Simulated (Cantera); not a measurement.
Low-pressure radical oxidation in H2/O2

An isothermal, constant-pressure homogeneous reactor starts with H2 : O2 = 0.011 : 4.8 (molar parts), equivalence ratio 0.0011, at 1325 K and 0.0267 bar.

Computed with Cantera and the H2/O2 subset of GRI-Mech 3.0, which has no nitrogen chemistry. Radical loss at walls, strong at low pressure, is not modelled.

```tsv
t (s)	x H2	x O2	x H	x H2O	x O	x HO2
0.000300	0.00229	0.998	7.61e-10	2.69e-9	1.26e-8	1.07e-8
0.000535	0.00229	0.998	1.13e-9	9.78e-9	2.77e-8	1.91e-8
0.000956	0.00229	0.998	2.14e-9	3.86e-8	7.04e-8	3.40e-8
0.00171	0.00229	0.998	6.10e-9	1.87e-7	2.41e-7	6.08e-8
0.00305	0.00228	0.998	3.61e-8	1.47e-6	1.54e-6	1.10e-7
0.00544	0.00224	0.998	8.06e-7	3.53e-5	3.46e-5	2.39e-7
0.00970	0.000516	0.996	3.17e-5	0.00147	0.00142	4.95e-7
0.0173	4.68e-6	0.996	1.86e-5	0.00214	0.00203	2.66e-7
0.0309	2.11e-6	0.996	1.68e-5	0.00215	0.00197	2.50e-7
0.0552	1.98e-6	0.996	1.52e-5	0.00215	0.00184	2.41e-7
0.0985	1.78e-6	0.996	1.28e-5	0.00216	0.00164	2.27e-7
0.176	1.48e-6	0.996	9.72e-6	0.00217	0.00136	2.05e-7
0.314	1.11e-6	0.997	6.26e-6	0.00219	0.00101	1.74e-7
0.560	7.20e-7	0.997	3.25e-6	0.00221	0.000654	1.35e-7
1.00	3.99e-7	0.997	1.33e-6	0.00223	0.000360	9.42e-8
```
x: mole fraction; the columns are a selection and need not sum to one.

Equilibrium at this temperature and pressure: H2 1.89e-9, O2 0.998, H 4.39e-10, H2O 0.00229, O 1.70e-6, HO2 9.29e-9 (gas phase only).
